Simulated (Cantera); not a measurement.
## Equilibrium for hydrogen reduction and annealing atmospheres: PbS + H₂

Feed: 1 mol PbS, a varied amount of H₂, held at 948.15 K and 750 Torr.

Cantera equilibrium calculation (NASA polynomials, part measured and part estimated; ideal gas, pure solids and liquids). Candidate condensed phases: Pb, PbS, S; 10 gas species. Equilibrium is a limit: real reactors are often held back by kinetics, nucleation or transport.

| n(H₂) (mol) | x H₂ | x H₂S | x PbS | x Pb | x SH | x S₂ | n Pb(l) | n PbS(s) |
|---|---|---|---|---|---|---|---|---|
| 3 | 0.989 | 0.0106 | 2.07e-5 | 4.81e-6 | 2.17e-8 | 1.90e-9 | 0.0317 | 0.968 |
| 5.7 | 0.989 | 0.0106 | 2.07e-5 | 4.81e-6 | 2.17e-8 | 1.90e-9 | 0.0602 | 0.940 |
| 11 | 0.989 | 0.0106 | 2.07e-5 | 4.81e-6 | 2.17e-8 | 1.90e-9 | 0.116 | 0.884 |
| 21 | 0.989 | 0.0106 | 2.07e-5 | 4.81e-6 | 2.17e-8 | 1.90e-9 | 0.222 | 0.778 |
| 41 | 0.989 | 0.0106 | 2.07e-5 | 4.81e-6 | 2.17e-8 | 1.90e-9 | 0.433 | 0.566 |
| 79 | 0.989 | 0.0106 | 2.07e-5 | 4.81e-6 | 2.17e-8 | 1.90e-9 | 0.835 | 0.163 |
| 150 | 0.993 | 0.00665 | 1.30e-5 | 4.81e-6 | 1.37e-8 | 7.46e-10 | 0.997 | 0 |
| 300 | 0.997 | 0.00333 | 6.48e-6 | 4.81e-6 | 6.82e-9 | 1.85e-10 | 0.997 | 0 |
x: gas mole fraction; n: condensed amount in mol.

From 3 mol H₂ to 79 mol H₂ the condensed part is Pb(l) + PbS(s). From 150 mol H₂ to 300 mol H₂ the condensed part is Pb(l). The main Pb-bearing gas is PbS throughout.
